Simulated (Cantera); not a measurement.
Feed: 1 mol Mg(OH)2, 0.016 mol C, 2.4 mol O2.

Cantera equilibrium calculation (NASA polynomials, part measured and part estimated; ideal gas, pure solids and liquids). Candidate condensed phases: C, C6H6, C7H8, C8H18, H2O, Mg, MgCO3, MgO, Mg(OH)2; 116 gas species. The numbers say what is thermodynamically allowed, not how fast it happens.

Stable condensed phases, one row left out:

```
T in °C \ P in Pa
              10      42     180     750    3200   13000   56000  240000 1000000
   1900        A       B       B       B       B       B       B       B       B
   1750        B       B       B       B       B       B       B       B       B
   1600        B       B       B       B       B       B       B       B       B
   1450        B       B       B       B       B       B       B       B       B
   1300        B       B       B       B       B       B       B       B       B
   1150        B       B       B       B       B       B       B       B       B
   1000        B       B       B       B       B       B       B       B       B
    850        B       B       B       B       B       B       B       B       B
    700        B       B       B       B       B       B       B       B       B
    550        B       B       B       B       B       B       B       B       B
    250        B       B       B       B       B       B       B       C       C
```

A: gas only; B: MgO; C: MgCO3 + MgO + Mg(OH)2.

Q: Give the row for 400 °C.

A: 10: MgO; 42: MgO; 180: MgO; 750: MgO; 3200: MgO; 13000: MgO; 56000: MgO; 240000: MgO; 1000000: MgO.
